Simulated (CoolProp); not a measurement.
A simple Rankine cycle with water: condensing at 293.15 K, boiler at 14.1 MPa, turbine inlet 650.2 K, turbine efficiency 0.75, pump efficiency 0.6, no recuperator. Each further row changes one setting.

Values from CoolProp's reference Helmholtz-energy equation of state, Wagner 2002.

| case | thermal efficiency (%) | net work (kJ/kg) | heat in (kJ/kg) | turbine exit temperature (K) | volume ratio over the turbine |
|---|---|---|---|---|---|
| as stated | 31.6 | 882 | 2790 | 293.1 | 2910 |
| turbine inlet 670.2 K | 31.9 | 918 | 2880 | 293.1 | 2740 |
| condensing temperature 285.15 K | 32.4 | 915 | 2830 | 285.1 | 4680 |
| boiler pressure 9.87 MPa | 31.2 | 912 | 2930 | 293.1 | 1890 |
| turbine efficiency 0.65 | 27.2 | 761 | 2790 | 293.1 | 3090 |

The expansion ends wet for: as stated; turbine inlet 670.2 K; condensing temperature 285.15 K; boiler pressure 9.87 MPa; turbine efficiency 0.65.
